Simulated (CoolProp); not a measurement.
The numbers come from the reference Helmholtz-energy equation of state, Akasaka 2022 in CoolProp.

Task: Give the vapour pressure (bar), vapour density (kg/m³), liquid cp (kJ/(kg K)) of saturated R1233zd(E) at 299.2, 307.2 K.

Result: 
```
T (K)  p (bar)  vapour density (kg/m³)  liquid cp (kJ/(kg K))
-----  -------  ----------------------  ---------------------
299.2     1.35                    7.48                   1.19
307.2     1.78                    9.70                   1.21
```
